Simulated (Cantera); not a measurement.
A closed system holds: 1 mol SiC, 0.16 mol H2O, 1 mol H2, equilibrated at 13300 Pa.

Method: chemical equilibrium by Gibbs-energy minimisation in Cantera with the NASA 1993 tables (ideal gas, pure condensed phases). Candidate condensed phases: C, C6H6, C7H8, C8H18, H2O, Si, SiC, SiO2; 123 gas species. Gases not in the tables: Si2H6 and higher silanes. Kinetics and transport are ignored. All values below are at 2273 K.

Base state: H2 0.853, CO 0.0631, SiO 0.0561, H 0.0212, Si 0.00541, SiH 0.000703, Si2C 0.000404, SiH2 0.000349 (mole fractions); condensed: SiC(s).

Problem. What changes in the equilibrium state with this change: pressure from 13300 Pa to 133 Pa?

Solution. 
```
species             before    after
----------------  --------  -------
H2                   0.853    0.612
H                   0.0212    0.180
CO                  0.0631   0.0946
Si                 0.00541   0.0935
SiO                 0.0561  0.00252
SiC2               1.24e-5  0.00716
C2H                6.15e-8  1.74e-5
C2H2 (acetylene)   5.86e-5  0.00141
Si2C              0.000404  0.00698
SiC(s), mol          0.915    0.804
```
